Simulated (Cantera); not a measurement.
Input: 1 mol C2H4, 0.88 mol CO2, at 1398 K.

These are equilibrium values from Cantera (NASA tables, ideal gas, pure condensed phases), not measurements of a reactor. Candidate condensed phases: C, C6H6, C7H8, C8H18, H2O; 110 gas species. Equilibrium is a limit: real reactors are often held back by kinetics, nucleation or transport.

Task: At 56.0 Pa, list the 3 most abundant gas species with their mole fractions, and the condensed phases.

Result: H2 0.532, CO 0.468, H 0.000146. Condensed: C(graphite).
